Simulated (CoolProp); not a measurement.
Aqueous methanol as a coolant, 34 % by mass, freezing at -30.6 °C, 1 atm.

Model: Melinder's fits for secondary coolants, in CoolProp.

| T (°C) | Prandtl number | cp (kJ/(kg K)) | viscosity (mPa s) | conductivity (W/(m K)) |
|---|---|---|---|---|
| -24.8 | 111 | 3.527 | 12.2 | 0.385 |
| -16.9 | 73.7 | 3.621 | ? | ? |
| -8.9 | 50.7 | ? | 5.39 | 0.395 |
| -1 | 36.3 | 3.783 | 3.84 | 0.400 |
| 7 | 26.8 | 3.849 | ? | ? |
| 14.9 | 20.4 | ? | 2.15 | 0.410 |
| 22.8 | 15.9 | 3.939 | 1.68 | 0.415 |
| 30.8 | 12.6 | 3.962 | 1.34 | 0.420 |

Problem. What belongs in the gaps?

Solution. 
- -16.9, viscosity (mPa s): 7.93
- -16.9, conductivity (W/(m K)): 0.390
- -8.9, cp (kJ/(kg K)): 3.707
- 7, viscosity (mPa s): 2.82
- 7, conductivity (W/(m K)): 0.405
- 14.9, cp (kJ/(kg K)): 3.901
